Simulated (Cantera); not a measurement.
Feed: 1 mol CsOH, 0.061 mol O₂, equilibrated at 875 °C.

These are equilibrium values from Cantera (NASA tables, ideal gas, pure condensed phases), not measurements of a reactor. Candidate condensed phases: Cs, CsOH, H₂O; 15 gas species. The numbers say what is thermodynamically allowed, not how fast it happens.

Which condensed phases are stable at each of these points (P (Pa)): 10, 36, 130, 460, 1700, 6000, 22000, 77000, 280000, 1000000?


| P (Pa) | condensed phases | Cs condensed (%) |
|---|---|---|
| 10 | gas only | 0.0 |
| 36 | gas only | 0.0 |
| 130 | gas only | 0.0 |
| 460 | gas only | 0.0 |
| 1700 | gas only | 0.0 |
| 6000 | gas only | 0.0 |
| 22000 | gas only | 0.0 |
| 77000 | CsOH(l) | 93.7 |
| 280000 | CsOH(l) | 99.0 |
| 1000000 | CsOH(l) | 99.7 |

From 10.0 Pa to 0.220 bar nothing is condensed. From 0.770 bar to 10.0 bar the condensed part is CsOH(l).
